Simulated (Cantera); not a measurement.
Reactions in the system Ba-Br-H

Source: NASA polynomial tables (part measured, part estimated), evaluated in Cantera. Values are per mole of reaction as written; species without (g) are pure solids or liquids, kept so even where they would boil at 1 bar.

2 H(g) + BaBr2 → 2 HBr(g) + Ba

```
T (K)  ΔH° (kJ)  ΔS° (J/K)  ΔG° (kJ)  log10 K  condensed phases
-----  --------  ---------  --------  -------  ----------------
300       248.8       81.6     224.3   -39.06   BaBr2(s), Ba(s)
1650      179.0        4.8     171.0    -5.41   BaBr2(l), Ba(l)
1750      175.5        2.7     170.7    -5.09   BaBr2(l), Ba(l)
1850      171.9        0.8     170.5    -4.81   BaBr2(l), Ba(l)
1950      168.5       -1.0     170.5    -4.57   BaBr2(l), Ba(l)
2050      165.1       -2.7     170.7    -4.35   BaBr2(l), Ba(l)
2150      161.7       -4.4     171.1    -4.16   BaBr2(l), Ba(l)
2250      158.4       -5.9     171.6    -3.98   BaBr2(l), Ba(l)
2350      155.1       -7.3     172.2    -3.83   BaBr2(l), Ba(l)
2450      151.8       -8.7     173.0    -3.69   BaBr2(l), Ba(l)
2550      148.5      -10.0     174.0    -3.56   BaBr2(l), Ba(l)
```
